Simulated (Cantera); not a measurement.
Input (Python, Cantera) and output of one run.

```python
import numpy as np
import cantera as ct

gas_names = """
    H HO2 H2 H2O H2O2 O OH O2 O3 V VO VO2
""".split()
cond_names = """
    H2O(s) H2O(L) V(cr) V(L) VO(s) VO(L) V2O3(s) V2O3(L) V2O4(I) V2O4(II) V2O4(L) V2O5(s) V2O5(L)
""".split()


def load(file, names, dense=False):
    # The tables refer to 1 bar. Condensed volumes are neglected.
    table = {s.name: s for s in ct.Species.list_from_file(file)}
    out = []
    for n in names:
        d = dict(table[n].input_data)
        d["thermo"] = dict(d["thermo"], **{"reference-pressure": 1e5})
        if dense:
            d["equation-of-state"] = {"model": "constant-volume", "density": "1e6 g/cm^3"}
        out.append(ct.Species.from_dict(d))
    return out


gas = ct.Solution(thermo="ideal-gas", species=load("nasa_gas.yaml", gas_names))
cond = {s.name: ct.Solution(thermo="fixed-stoichiometry", species=[s], name=s.name)
        for s in load("nasa_condensed.yaml", cond_names, dense=True)}
atoms = {
    'V2O5': {'V': 2, 'O': 5},
    'H2': {'H': 2},
    'H2O': {'H': 2, 'O': 1},
}
top_T = {}  # K; cautious upper limits of use, not melting points


def equilibrate(T, P, feed):
    n = {}
    for name, mol in feed.items():
        for a, k in atoms[name].items():
            n[a] = n.get(a, 0.0) + k * mol
    gas.TPX = T, P, n
    mass = sum(n.values()) * gas.mean_molecular_weight
    gas.equilibrate("TP")
    valid = [c for c in cond.values() if c.min_temp <= T <= top_T.get(c.name, c.max_temp)]
    mix = ct.Mixture([(gas, mass / gas.mean_molecular_weight)] + [(c, 0.0) for c in valid])
    mix.T, mix.P = T, P
    mix.equilibrate("TP", solver="vcs", rtol=1e-11, max_steps=5000)
    return mix


results = []
feed = {'V2O5': 1, 'H2': 26, 'H2O': 0.041}  # mol
P = 89  # Pa
for T in [848, 948, 1048, 1148, 1248, 1348, 1448, 1548, 1648, 1748, 1848, 1948, 2048, 2148]:
    mix = equilibrate(T, P, feed)
    results.append((T, P, feed, dict(zip(mix.species_names, mix.species_moles))))
    x = sorted(zip(gas.X, gas.species_names), reverse=True)
    print(f"T = {T:g} K  P = {P:g} Pa  gas = {mix.phase_moles(0):.4g} mol")
    print("   x: " + "  ".join(f"{s} {v:.3e}" for v, s in x if v > 1e-06))
    print("   condensed (mol): " + ("  ".join(f"{mix.phase(i).name} {mix.phase_moles(i):.4g}"
          for i in range(1, mix.n_phases) if mix.phase_moles(i) > 1e-12) or "none"))
```

Output:

```
T = 848 K  P = 89 Pa  gas = 26.04 mol
   x: H2 9.216e-01  H2O 7.838e-02
   condensed (mol): V2O3(s) 1
T = 948 K  P = 89 Pa  gas = 26.04 mol
   x: H2 9.216e-01  H2O 7.838e-02
   condensed (mol): V2O3(s) 1
T = 1048 K  P = 89 Pa  gas = 26.04 mol
   x: H2 9.216e-01  H2O 7.838e-02
   condensed (mol): V2O3(s) 1
T = 1148 K  P = 89 Pa  gas = 26.04 mol
   x: H2 9.216e-01  H2O 7.838e-02  H 2.305e-06
   condensed (mol): V2O3(s) 1
T = 1248 K  P = 89 Pa  gas = 26.04 mol
   x: H2 9.216e-01  H2O 7.838e-02  H 1.503e-05
   condensed (mol): V2O3(s) 1
T = 1348 K  P = 89 Pa  gas = 26.04 mol
   x: H2 9.216e-01  H2O 7.837e-02  H 7.445e-05
   condensed (mol): V2O3(s) 1
T = 1448 K  P = 89 Pa  gas = 26.04 mol
   x: H2 9.213e-01  H2O 7.836e-02  H 2.966e-04
   condensed (mol): V2O3(s) 1
T = 1548 K  P = 89 Pa  gas = 26.05 mol
   x: H2 9.207e-01  H2O 7.833e-02  H 9.904e-04  VO2 6.825e-06  OH 2.815e-06
   condensed (mol): V2O3(s) 0.9999
T = 1648 K  P = 89 Pa  gas = 26.08 mol
   x: H2 9.188e-01  H2O 7.822e-02  H 2.861e-03  VO2 6.342e-05  OH 1.094e-05
   condensed (mol): V2O3(s) 0.9992
T = 1748 K  P = 89 Pa  gas = 26.15 mol
   x: H2 9.144e-01  H2O 7.779e-02  H 7.324e-03  VO2 4.508e-04  OH 3.635e-05  VO 9.057e-06
   condensed (mol): V2O3(s) 0.994
T = 1848 K  P = 89 Pa  gas = 26.33 mol
   x: H2 9.042e-01  H2O 7.616e-02  H 1.690e-02  VO2 2.549e-03  OH 1.047e-04  VO 7.705e-05  O 1.493e-06
   condensed (mol): V2O3(s) 0.9654
T = 1948 K  P = 89 Pa  gas = 26.85 mol
   x: H2 8.818e-01  H2O 7.019e-02  H 3.557e-02  VO2 1.165e-02  VO 5.323e-04  OH 2.561e-04  O 7.657e-06  V 2.112e-06
   condensed (mol): V2O3(s) 0.8364
T = 2048 K  P = 89 Pa  gas = 28.29 mol
   x: H2 8.336e-01  H 6.853e-02  H2O 5.259e-02  VO2 4.150e-02  VO 3.296e-03  OH 4.709e-04  O 2.795e-05  V 2.571e-05
   condensed (mol): V2O3(s) 0.366
T = 2148 K  P = 89 Pa  gas = 29.89 mol
   x: H2 7.682e-01  H 1.224e-01  VO2 5.944e-02  H2O 4.146e-02  VO 7.378e-03  OH 8.508e-04  V 1.007e-04  O 9.561e-05  O2 2.188e-06
   condensed (mol): none
```

Method: chemical equilibrium by Gibbs-energy minimisation in Cantera with the NASA 1993 tables (ideal gas, pure condensed phases). Condensed phases not in the tables: the oxides between V2O3 and V2O5 other than VO2.
